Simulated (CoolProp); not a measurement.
Saturated liquid density (kg/m³) of CHF3 (R23): the reference equation beside estimates from Tc = 299.3 K, pc = 4.832 MPa, ω = 0.263. Rackett uses Z = 0.29056 − 0.08775 ω.

Values from CoolProp's reference Helmholtz-energy equation of state, Penoncello 2003.

```
T (K)  reference  Rackett  van der Waals  Redlich-Kwong  Soave-Redlich-Kwong
-----  ---------  -------  -------------  -------------  -------------------
206.7       1385     1305          782.2           1136                 1183
215.5       1348     1271          762.1           1100                 1149
224.2       1311     1236          741.1           1063                 1112
233         1270     1198          718.3           1022                 1072
241.8       1227     1157          693.9          977.9                 1028
250.6       1181     1114          667.3          930.0                979.6
259.4       1130     1067          638.2          877.5                925.1
268.2       1072     1014          605.4          818.9                863.2
277         1004    952.2          567.6          751.6                790.9
285.8      918.3    875.6          521.3          670.5                701.9
294.6      788.5    759.9          455.2          557.8                576.3
```

Absolute difference from the reference over all 11 rows, mean and median: Rackett 5.3 and 5.7 %, van der Waals 43.4 and 43.5 %, Redlich-Kwong 22.2 and 21.3 %, Soave-Redlich-Kwong 18.4 and 17.1 %.
